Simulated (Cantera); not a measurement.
Stirred combustor or abatement burner

A perfectly stirred reactor is fed with CO : H2 : O2 : N2 = 1 : 0.23 : 1.54 : 5.78 (molar parts), at 500000 Pa; it is adiabatic with a 475 K inlet, and is followed from long to short residence time, starting on the burning branch (τ in s: 0.027, 0.015, 0.0087, 0.005, 0.0029, 0.0016, 0.00093, 0.00053, 0.00031, 0.00017, 0.0001, 5.7e-05, 3.3e-05).

Detailed kinetics in Cantera: GRI-Mech 3.0 (53 species, 325 reactions). The hydrogen kinetics of GRI-Mech 3.0 are dated; newer H2 mechanisms differ, most at raised pressure.

```
τ (s)    T (K)      x CO      x H2   x O2    x NO2       x H
-------  -----  --------  --------  -----  -------  --------
0.027     1656  0.000971   2.63e-5  0.117  3.44e-7   4.25e-6
0.015     1652   0.00145   3.86e-5  0.117  3.40e-7   7.47e-6
0.0087    1646   0.00212   5.52e-5  0.117  3.12e-7   1.25e-5
0.0050    1638   0.00311   7.95e-5  0.118  2.65e-7   2.11e-5
0.0029    1626   0.00458  0.000114  0.118  2.11e-7   3.50e-5
0.0016    1605   0.00705  0.000171  0.119  1.54e-7   5.92e-5
0.00093   1576    0.0107  0.000251  0.121  1.10e-7   9.25e-5
0.00053   1523    0.0175  0.000401  0.124  7.04e-8  0.000136
0.00031    475     0.117    0.0269  0.180   <1e-12    <1e-12
0.00017    475     0.117    0.0269  0.180   <1e-12    <1e-12
0.00010    475     0.117    0.0269  0.180   <1e-12    <1e-12
5.7e-5     475     0.117    0.0269  0.180   <1e-12    <1e-12
3.3e-5     475     0.117    0.0269  0.180   <1e-12    <1e-12
```
x: mole fraction; the columns are a selection and need not sum to one.
